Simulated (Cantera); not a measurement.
A freely propagating, adiabatic, planar premixed flame of CH4 : O2 : N2 : H2O = 1 : 2 : 7.52 : 0.4 (molar parts), unburnt at 375 K and 100.0 Torr; mixture-averaged transport, grid criteria slope 0.08 and curve 0.16, no radiation.

Cantera simulation using GRI-Mech 3.0 (53 species, 325 reactions); the numbers are that mechanism's predictions, not measurements. Burning velocities carry a grid error of a few per cent, more on coarse grids.

### Question
How do the results move with these cheaper or finer settings: unity-Lewis-number transport; multicomponent transport; multicomponent+Soret transport; grid criteria slope 0.5, curve 1; grid criteria slope 0.25, curve 0.5; grid criteria slope 0.03, curve 0.06?

### Answer
```json
[
 {"setting": "as above", "laminar burning velocity": "78.0 cm/s", "thermal thickness": "2.41 mm", "peak x(C2H2)": "8.98e-5", "peak x(H)": "0.0135", "grid points": "160"},
 {"setting": "unity-Lewis-number transport", "laminar burning velocity": "51.9 cm/s", "thermal thickness": "2.96 mm", "peak x(C2H2)": "5.29e-5", "peak x(H)": "0.0162", "grid points": "148"},
 {"setting": "multicomponent transport", "laminar burning velocity": "78.1 cm/s", "thermal thickness": "2.45 mm", "peak x(C2H2)": "9.19e-5", "peak x(H)": "0.0135", "grid points": "160"},
 {"setting": "multicomponent+Soret transport", "laminar burning velocity": "77.4 cm/s", "thermal thickness": "2.43 mm", "peak x(C2H2)": "8.55e-5", "peak x(H)": "0.0136", "grid points": "160"},
 {"setting": "grid criteria slope 0.5, curve 1", "laminar burning velocity": "84.0 cm/s", "thermal thickness": "2.76 mm", "peak x(C2H2)": "8.70e-5", "peak x(H)": "0.0142", "grid points": "50"},
 {"setting": "grid criteria slope 0.25, curve 0.5", "laminar burning velocity": "79.8 cm/s", "thermal thickness": "2.53 mm", "peak x(C2H2)": "8.84e-5", "peak x(H)": "0.0137", "grid points": "75"},
 {"setting": "grid criteria slope 0.03, curve 0.06", "laminar burning velocity": "77.0 cm/s", "thermal thickness": "2.40 mm", "peak x(C2H2)": "9.01e-5", "peak x(H)": "0.0133", "grid points": "387"}
]
```
The base run took about 50 core-seconds (a rough figure).
Unity Lewis numbers drop preferential diffusion, which matters most where H2 and H carry the flame; Soret adds thermal diffusion.
